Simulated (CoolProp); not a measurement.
n-decane along the isotherm 598 K: density (kg/m³) from the reference equation and from simpler models built on Tc = 617.7 K, pc = 2.101 MPa, ω = 0.488; each cubic takes its own stable root.

Model: reference Helmholtz-energy equation of state, Lemmon 2006, in CoolProp. It is a short technical equation, of lower accuracy than the large ones.

| p (MPa) | phase | reference |
|---|---|---|
| 0.478 | gas | 15.18 |
| 0.955 | gas | 35.02 |
| 1.43 | gas | 67.05 |
| 1.91 | liquid | 403.0 |
| 2.39 | liquid | 418.4 |
| 2.87 | liquid | 429.3 |
| 3.34 | liquid | 437.8 |
| 3.82 | liquid | 445.0 |
| 4.3 | liquid | 451.3 |
| 4.78 | liquid | 456.9 |
| 5.25 | liquid | 461.8 |

How far does each simpler model (van der Waals, Redlich-Kwong, Soave-Redlich-Kwong, Peng-Robinson) lie from the reference over these 11 states: mean and median of the absolute difference, and the worst?


- van der Waals: mean 30.4 %, median 37.2 %, worst -45.4 % at 598 K and 1.91 MPa
- Redlich-Kwong: mean 17.7 %, median 20.5 %, worst -29.7 % at 598 K and 1.91 MPa
- Soave-Redlich-Kwong: mean 15.4 %, median 18.6 %, worst -24.1 % at 598 K and 1.91 MPa
- Peng-Robinson: mean 7.9 %, median 8.9 %, worst -14.9 % at 598 K and 1.91 MPa
